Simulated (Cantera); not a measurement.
A perfectly stirred reactor is fed with C2H6 : H2 = 1 : 5.3 (molar parts), at 113 Torr; it is held at 1598 K, and followed from long to short residence time.

Detailed kinetics in Cantera: GRI-Mech 3.0 (53 species, 325 reactions). GRI-Mech 3.0 stops at C3 and has no aromatics, soot or wall deposition, so with more carbon than oxygen in the feed, carbon stays in small species such as C2H2 where larger ones or solid carbon would form.

x: mole fraction; the columns are a selection and need not sum to one.

| τ (s) | x C2H6 | x H2 | x CH4 | x CH2 | x C2H |
|---|---|---|---|---|---|
| 5.8 | 1.05e-5 | 0.860 | 0.0305 | 1.53e-8 | 5.92e-8 |
| 2.8 | 1.95e-5 | 0.856 | 0.0374 | 2.14e-8 | 6.19e-8 |
| 1.3 | 3.73e-5 | 0.851 | 0.0450 | 3.13e-8 | 6.70e-8 |
| 0.62 | 6.88e-5 | 0.847 | 0.0516 | 4.65e-8 | 7.49e-8 |
| 0.30 | 0.000123 | 0.843 | 0.0575 | 7.00e-8 | 8.57e-8 |
| 0.14 | ? | 0.839 | ? | ? | ? |
| 0.067 | 0.000402 | 0.835 | 0.0691 | 1.66e-7 | 1.16e-7 |
| 0.032 | ? | 0.831 | ? | ? | ? |
| 0.015 | 0.00130 | 0.826 | 0.0831 | 3.83e-7 | 1.48e-7 |
| 0.0071 | 0.00237 | 0.820 | 0.0908 | 5.67e-7 | 1.57e-7 |
| 0.0034 | 0.00427 | 0.814 | 0.0981 | 8.20e-7 | 1.58e-7 |

### Question
Complete the blanks.

### Answer

- 0.14, x C2H6: 0.000225
- 0.14, x CH4: 0.0632
- 0.14, x CH2: 1.09e-7
- 0.14, x C2H: 1.00e-7
- 0.032, x C2H6: 0.000717
- 0.032, x CH4: 0.0757
- 0.032, x CH2: 2.53e-7
- 0.032, x C2H: 1.33e-7
